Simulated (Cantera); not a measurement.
An isothermal, constant-pressure homogeneous reactor starts with C₂H₆ : N₂ = 1 : 51 (molar parts), at 2000 K and 1430 Torr. Integrator tolerance rtol = 1e-08.

Detailed kinetics in Cantera: GRI-Mech 3.0 (53 species, 325 reactions). GRI-Mech 3.0 stops at C3 and has no aromatics, soot or wall deposition, so with more carbon than oxygen in the feed, carbon stays in small species such as C2H2 where larger ones or solid carbon would form.

Problem. What does this change do: pressure from 1430 Torr to 4.43 Torr?

Solution. 
```
quantity                                             before                                    after
----------------  -----------------------------------------  ---------------------------------------
x(C₂H₆) at 100 s  2.40e-10 (gas-phase equilibrium 3.96e-11)    <1e-12 (gas-phase equilibrium <1e-12)
x(H) at 100 s     0.000228 (gas-phase equilibrium 0.000228)  0.00399 (gas-phase equilibrium 0.00399)
x(CH₂) at 100 s     2.38e-8 (gas-phase equilibrium 9.77e-9)  5.16e-9 (gas-phase equilibrium 9.49e-9)
x(C₂H) at 100 s     1.81e-6 (gas-phase equilibrium 2.75e-7)  3.89e-5 (gas-phase equilibrium 5.04e-6)
x(H₂) at 100 s        0.0369 (gas-phase equilibrium 0.0369)    0.0350 (gas-phase equilibrium 0.0350)
x(HCN) at 100 s      0.00559 (gas-phase equilibrium 0.0323)  0.000342 (gas-phase equilibrium 0.0321)
x(CH₄) at 100 s     2.43e-5 (gas-phase equilibrium 1.00e-5)  1.56e-8 (gas-phase equilibrium 2.86e-8)
```
Radical loss at walls, strong at low pressure, is not modelled.

Problem. What does this change do: temperature 2000 to 1850 K?

Solution. 
| quantity | before | after |
|---|---|---|
| x(C₂H₆) at 100 s | 2.40e-10 (gas-phase equilibrium 3.96e-11) | 1.43e-9 (gas-phase equilibrium 2.20e-10) |
| x(H) at 100 s | 0.000228 (gas-phase equilibrium 0.000228) | 7.56e-5 (gas-phase equilibrium 7.57e-5) |
| x(CH₂) at 100 s | 2.38e-8 (gas-phase equilibrium 9.77e-9) | 7.02e-9 (gas-phase equilibrium 2.77e-9) |
| x(C₂H) at 100 s | 1.81e-6 (gas-phase equilibrium 2.75e-7) | 3.96e-7 (gas-phase equilibrium 5.90e-8) |
| x(H₂) at 100 s | 0.0369 (gas-phase equilibrium 0.0369) | 0.0369 (gas-phase equilibrium 0.0370) |
| x(HCN) at 100 s | 0.00559 (gas-phase equilibrium 0.0323) | 0.00100 (gas-phase equilibrium 0.0316) |
| x(CH₄) at 100 s | 2.43e-5 (gas-phase equilibrium 1.00e-5) | 7.12e-5 (gas-phase equilibrium 2.81e-5) |
